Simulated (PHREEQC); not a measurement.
Make-up at 25 °C: 13 mmol/kgw HBF4 and 1 mmol/kgw NaCl. Closed to the air; pH follows from the charge balance.

All values are PHREEQC results (ion-association model, phreeqc.dat), not measurements.

- pH = 1.97
- ionic strength = 0.0129 mol/kgw
- total alkalinity = -52.0 meq/kg

| species | molality | activity | log γ |
|---|---|---|---|
| H+ | 0.0119 | 0.0108 | -0.043 |
| BF4- | 0.0107 | 0.00957 | -0.050 |
| HF | 0.00649 | 0.00651 | 0.001 |
| H3BO3 | 0.00153 | 0.00153 | 0.001 |
| Cl- | 0.00100 | 0.000889 | -0.051 |
| Na+ | 0.001000 | 0.000892 | -0.049 |

No solid was allowed to form. Complexes and solids missing from the database can't appear. Real BF4- forms and hydrolyses slowly; the run takes it at equilibrium.
